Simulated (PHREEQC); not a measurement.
A solution holds 0.81 mol HF and 0.0006 mol KOH per kg of water, at 20 °C. Closed to the air; pH follows from the charge balance.

All values are PHREEQC results (ion-association model, phreeqc.dat), not measurements.

This is a speciation only: nothing precipitates in the calculation.

Question: Order these F species by the share of F that they hold, largest first: HF2-, F-, HF.

Answer: HF (89 %), HF2- (9.5 %), F- (1.8 %)

The pH is 1.35 and the ionic strength 0.0532 mol/kgw. Species that the database lacks are ignored.
